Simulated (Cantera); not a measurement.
An adiabatic, constant-pressure homogeneous reactor starts with 43.6 % H₂, 10.4 % O₂, 39.0 % N₂, 6.98 % H₂O, equivalence ratio 2.1, at 1148 K and 6600 Torr.

Cantera simulation using the H2/O2 subset of GRI-Mech 3.0, which has no nitrogen chemistry; the numbers are that mechanism's predictions, not measurements. The hydrogen kinetics of GRI-Mech 3.0 are dated; newer H2 mechanisms differ, most at raised pressure.

Problem. Predict: time of steepest temperature rise; temperature at 8.00 s; equilibrium temperature; x(H₂) at 8.00 s; x(O₂) at 8.00 s; x(H₂O) at 8.00 s; x(H₂O₂) at 8.00 s; x(H) at 8.00 s; x(OH) at 8.00 s.

Solution. 
| Item | Result |
|---|---|
| time of steepest temperature rise | 0.379 ms |
| temperature at 8.00 s | 2561 K |
| equilibrium temperature | 2561 K |
| x(H₂) at 8.00 s | 0.252 (gas-phase equilibrium 0.252) |
| x(O₂) at 8.00 s | 1.08e-5 (gas-phase equilibrium 1.08e-5) |
| x(H₂O) at 8.00 s | 0.307 (gas-phase equilibrium 0.307) |
| x(H₂O₂) at 8.00 s | 2.39e-8 (gas-phase equilibrium 2.39e-8) |
| x(H) at 8.00 s | 0.00557 (gas-phase equilibrium 0.00557) |
| x(OH) at 8.00 s | 0.00150 (gas-phase equilibrium 0.00150) |
